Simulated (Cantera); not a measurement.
A perfectly stirred reactor is fed with 8.14 % CH4, 1.30 % H2, 19.0 % O2, 71.5 % N2, equivalence ratio 0.89, at 12800 Torr; it is adiabatic with a 625 K inlet, and is followed from long to short residence time, starting on the burning branch (τ in s: 0.11, 0.054, 0.027, 0.013, 0.0065, 0.0032, 0.0016, 0.00077, 0.00038, 0.00019, 9.2e-05).

Computed with Cantera and GRI-Mech 3.0 (53 species, 325 reactions). The pressure lies above the range GRI-Mech 3.0 was tuned for (to about 10 atm).

One state of this run: T (K) = 2326; x CH4 = 8.24e-5; x H2 = 0.00218; x O2 = 0.0245; x NO = 0.000263; x CO2 = 0.0744; x HO2 = 9.86e-6. x: mole fraction; the columns are a selection and need not sum to one.

**Question.** Which value of τ (s) does it belong to?
A) 0.11
B) 0.027
C) 9.2e-5
D) 0.00019

**Answer.** D, 0.00019
